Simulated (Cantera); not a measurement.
Feed: 1 mol Pb, 0.034 mol CO, 68 mol H2, held at 625 °C and 200 Pa.

These are equilibrium values from Cantera (NASA tables, ideal gas, pure condensed phases), not measurements of a reactor. Candidate condensed phases: C, C6H6, C7H8, C8H18, H2O, Pb, PbO, PbO2, Pb3O4; 113 gas species. Kinetics and transport are ignored.

Base state: H2 0.999, Pb 0.000648, CO 0.000461, CH4 3.86e-5, H2O 3.85e-5 (mole fractions); condensed: Pb(l).

What changes in the equilibrium state with this change: temperature from 625 °C to 700 °C?


```
species       before     after
----------  --------  --------
H2             0.999     0.995
Pb          0.000648   0.00439
CO          0.000461  0.000485
CH4          3.86e-5   1.23e-5
H2O          3.85e-5   1.23e-5
Pb(l), mol     0.956     0.700
```

What changes in the equilibrium state with this change: temperature from 625 °C to 825 °C?


```
species       before     after
----------  --------  --------
H2             0.999     0.985
Pb          0.000648    0.0145
CO          0.000461  0.000490
CH4          3.86e-5   2.51e-6
H2O          3.85e-5   2.51e-6
Pb(l), mol     0.956         0
```

What changes in the equilibrium state with this change: temperature from 625 °C to 950 °C?


```json
[
 {"species": "H2", "before": "0.999", "after": "0.985"},
 {"species": "Pb", "before": "0.000648", "after": "0.0145"},
 {"species": "CO", "before": "0.000461", "after": "0.000492"},
 {"species": "CH4", "before": "3.86e-5", "after": "7.08e-7"},
 {"species": "H2O", "before": "3.85e-5", "after": "7.08e-7"},
 {"species": "Pb(l), mol", "before": "0.956", "after": "0"}
]
```
